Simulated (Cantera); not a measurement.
Mixture: CH₄ : H₂ : O₂ : N₂ = 1 : 0.15 : 1.38 : 5.2 (molar parts), at 1200000 Pa, adiabatic and at constant volume. Ignition delay is the time to a rise of 400 K.

Detailed kinetics in Cantera: GRI-Mech 3.0 (53 species, 325 reactions). The pressure lies above the range GRI-Mech 3.0 was tuned for (to about 10 atm).

Task: Predict: delay at 1175 K; delay at 1250 K; delay at 1325 K; delay at 1400 K; delay at 1475 K; delay at 1550 K; delay at 1625 K; apparent activation energy between 1475 and 1625 K.

Result: 
```
Item                                                    Result
--------------------------------------------------  ----------
delay at 1175 K                                        1.15 ms
delay at 1250 K                                       0.622 ms
delay at 1325 K                                       0.348 ms
delay at 1400 K                                       0.194 ms
delay at 1475 K                                       0.108 ms
delay at 1550 K                                        60.5 µs
delay at 1625 K                                        34.4 µs
apparent activation energy between 1475 and 1625 K  150 kJ/mol
```
